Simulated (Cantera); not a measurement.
## Silicon etching in halogen gases: Si + HBr + H₂

Feed: 1 mol Si, 10 mol HBr, 67 mol H₂, equilibrated at 1027 °C.

Method: chemical equilibrium by Gibbs-energy minimisation in Cantera with the NASA 1993 tables (ideal gas, pure condensed phases). Candidate condensed phases: Br₂, Si; 19 gas species. The tables' values for SiBr₃, SiBr are old estimates; treat these amounts as uncertain. Equilibrium is a limit: real reactors are often held back by kinetics, nucleation or transport.

```json
[
 {"P (Pa)": "1", "x H₂": "0.883", "x HBr": "0.0950", "x SiBr₂": "0.0129", "x Br": "0.00850", "x SiBr₄": "2.11e-7"},
 {"P (Pa)": "3.60", "x H₂": "0.883", "x HBr": "0.0990", "x SiBr₂": "0.0129", "x Br": "0.00467", "x SiBr₄": "8.27e-7"},
 {"P (Pa)": "13", "x H₂": "0.883", "x HBr": "0.101", "x SiBr₂": "0.0129", "x Br": "0.00251", "x SiBr₄": "3.12e-6"},
 {"P (Pa)": "46", "x H₂": "0.883", "x HBr": "0.102", "x SiBr₂": "0.0129", "x Br": "0.00135", "x SiBr₄": "1.13e-5"},
 {"P (Pa)": "170", "x H₂": "0.883", "x HBr": "0.103", "x SiBr₂": "0.0128", "x Br": "0.000707", "x SiBr₄": "4.19e-5"},
 {"P (Pa)": "600", "x H₂": "0.884", "x HBr": "0.103", "x SiBr₂": "0.0126", "x Br": "0.000376", "x SiBr₄": "0.000145"},
 {"P (Pa)": "2200", "x H₂": "0.885", "x HBr": "0.102", "x SiBr₂": "0.0120", "x Br": "0.000195", "x SiBr₄": "0.000500"},
 {"P (Pa)": "7700", "x H₂": "0.887", "x HBr": "0.100", "x SiBr₂": "0.0105", "x Br": "0.000102", "x SiBr₄": "0.00147"},
 {"P (Pa)": "28000", "x H₂": "0.891", "x HBr": "0.0956", "x SiBr₂": "0.00768", "x Br": "5.09e-5", "x SiBr₄": "0.00353"},
 {"P (Pa)": "100000", "x H₂": "0.897", "x HBr": "0.0900", "x SiBr₂": "0.00424", "x Br": "2.53e-5", "x SiBr₄": "0.00613"}
]
```
x: gas mole fraction; nothing condenses.

From 1.00e-5 bar to 1.00 bar nothing is condensed. The main Si-bearing gas is SiBr₂ at 1.00e-5 bar and SiBr₄ at 1.00 bar.
